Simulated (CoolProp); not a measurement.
Computed with CoolProp (reference Helmholtz-energy equation of state, Lemmon 2006). It is a short technical equation, of lower accuracy than the large ones.

Problem. For toluene, give the phase and the Z, cv (kJ/(kg K)), Joule-Thomson coefficient (K/MPa), isothermal compressibility (1/MPa) at 620 K and 15.5 bar; 620 K and 18.1 bar; 620 K and 20.6 bar.

Solution. 
- 620 K and 15.5 bar: gas; Z 0.873, cv 2.12, Joule-Thomson coefficient 7.71, isothermal compressibility 0.746
- 620 K and 18.1 bar: gas; Z 0.850, cv 2.13, Joule-Thomson coefficient 7.98, isothermal compressibility 0.660
- 620 K and 20.6 bar: gas; Z 0.827, cv 2.14, Joule-Thomson coefficient 8.26, isothermal compressibility 0.599
